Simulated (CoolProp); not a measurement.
Vapour-liquid equilibrium of ethane (1) + CHF3 (R23) (2) at 0.368 MPa; x and y are mole fractions of (1).

Model: multi-fluid Helmholtz-energy mixture model, Bücker 2006 and Penoncello 2003; pair parameters Bell 2016, in CoolProp.

**Question.** Give the bubble temperature and the first vapour's composition at x = 0.05, 0.5, 0.65. Is there an azeotrope?

**Answer.** x = 0.05: 210.1 K, y = 0.278; x = 0.5: 202.3 K, y = 0.548; x = 0.65: 202.4 K, y = 0.556. y crosses x between x = 0.5 and 0.65: the model has an azeotrope there.

The pair parameters rest on a limited set of measurements; away from them the model extrapolates. With so large a gap from Raoult's law the liquid may split in two, which this calculation doesn't test in full.
